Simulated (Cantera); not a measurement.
Input: 1 mol SiH2Cl2, 7 mol N2, 15 mol H2, held at 1050 K and 13300 Pa.

Equilibrium computed with Cantera from the NASA thermochemical tables; the gas is ideal and each condensed phase is pure. Candidate condensed phases: NH4Cl, Si, Si3N4; 28 gas species. N2 is the only nitrogen source here; it is nearly inert below about 1500 K, so the nitride shown seldom forms there in practice. Rates play no part.

Base state: H2 0.643, N2 0.271, HCl 0.0855, SiCl4 3.93e-5, NH3 1.52e-5 (mole fractions); condensed: Si3N4(s).

Task: What changes in the equilibrium state with this change: SiH2Cl2 replaced by SiF4?

Result: 
```csv
species,before,after
H2,0.643,0.652
N2,0.271,0.304
SiF4,0,0.0432
HCl,0.0855,0
HF,0,0.000703
SiHF3,0,0.000188
SiCl4,3.93e-5,0
NH3,1.52e-5,1.64e-5
"Si3N4(s), mol",0.333,0.000969
```

Task: What changes in the equilibrium state with this change: temperature from 1050 K to 1948.15 K?

Result: 
```
species         before     after
-------------  -------  --------
H2               0.643     0.636
N2               0.271     0.291
HCl             0.0855    0.0568
SiCl2          5.20e-8    0.0129
Si               <1e-9  0.000175
SiCl             <1e-9  0.000174
Si3N4(s), mol    0.333         0
Si(l), mol           0     0.676
```
The tables' values for SiCl, SiCl3, SiN are old estimates; treat these amounts as uncertain. Gases not in the tables: Si2H6 and higher silanes.
